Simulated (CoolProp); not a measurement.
A closed Brayton cycle with carbon dioxide: compressor inlet 321.15 K and 9.6 MPa, high pressure 18.5 MPa, turbine inlet 975 K, compressor efficiency 0.8, turbine efficiency 0.85, recuperator effectiveness 0.8 (on enthalpy, no pinch check). Each further row changes one setting.

Computed with CoolProp (reference Helmholtz-energy equation of state, Span 1996).

```json
[
 {"case": "as stated", "thermal efficiency (%)": "24.3", "net work (kJ/kg)": "74.8", "compressor to turbine work": "0.25", "compressor exit (K)": "363.3", "turbine exit (K)": "891.1"},
 {"case": "turbine inlet 925 K", "thermal efficiency (%)": "23.8", "net work (kJ/kg)": "69.4", "compressor to turbine work": "0.27", "compressor exit (K)": "363.3", "turbine exit (K)": "843.9"},
 {"case": "compressor inlet 331.15 K", "thermal efficiency (%)": "23.8", "net work (kJ/kg)": "67.7", "compressor to turbine work": "0.32", "compressor exit (K)": "383.9", "turbine exit (K)": "891.1"},
 {"case": "high pressure 15.7 MPa", "thermal efficiency (%)": "20.5", "net work (kJ/kg)": "57.8", "compressor to turbine work": "0.24", "compressor exit (K)": "352.6", "turbine exit (K)": "911.6"},
 {"case": "recuperator effectiveness 0.5", "thermal efficiency (%)": "15.0", "net work (kJ/kg)": "74.8", "compressor to turbine work": "0.25", "compressor exit (K)": "363.3", "turbine exit (K)": "891.1"}
]
```
